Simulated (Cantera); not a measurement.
## Premixed flame

A freely propagating, adiabatic, planar premixed flame of 56.5 % H₂, 11.7 % O₂, 31.8 % N₂, equivalence ratio 2.4, unburnt at 700 K and 0.360 bar; mixture-averaged transport, grid criteria slope 0.08 and curve 0.16, no radiation.

Cantera simulation using the H2/O2 subset of GRI-Mech 3.0, which has no nitrogen chemistry; the numbers are that mechanism's predictions, not measurements. Burning velocities carry a grid error of a few per cent, more on coarse grids.

```tsv
z (mm)	T (K)	u (m/s)	x H₂	x O₂	x H₂O₂	x HO₂	x OH	x H₂O
-5.31	700	12.1	0.565	0.117	<1e-8	<1e-8	<1e-8	<1e-8
-3.54	700	12.1	0.565	0.117	<1e-8	<1e-8	<1e-8	<1e-8
-2.66	700	12.1	0.565	0.117	<1e-8	1.21e-8	<1e-8	<1e-8
-1.77	700	12.1	0.565	0.117	<1e-8	1.44e-6	<1e-8	1.76e-7
-0.885	712	12.3	0.563	0.117	3.95e-7	7.73e-5	3.08e-5	0.000734
-0.443	838	14.3	0.535	0.113	5.66e-7	5.67e-5	0.000310	0.0134
0	1205	20.1	0.393	0.0641	5.77e-7	2.48e-5	0.00246	0.115
0.443	1459	24.1	0.288	0.00731	2.96e-7	2.86e-6	0.00361	0.226
0.885	1556	25.6	0.283	0.00110	2.24e-7	4.09e-7	0.00396	0.240
1.77	1664	27.2	0.293	0.000582	1.80e-7	2.06e-7	0.00464	0.243
3.54	1791	28.9	0.306	0.000478	1.20e-7	1.61e-7	0.00523	0.245
7.08	1925	30.8	0.319	0.000354	6.91e-8	1.19e-7	0.00546	0.248
14.2	2055	32.5	0.332	0.000230	3.70e-8	8.35e-8	0.00519	0.251
```
x: mole fraction of selected species; z is measured from the peak of heat release.

```json
{
 "laminar_burning_velocity": "1210 cm/s",
 "thermal_thickness": "1.77 mm",
 "peak x(H₂O₂)": "6.30e-7",
 "peak x(HO₂)": "7.79e-5",
 "peak x(OH)": "0.00547",
 "grid_points": "136"
}
```
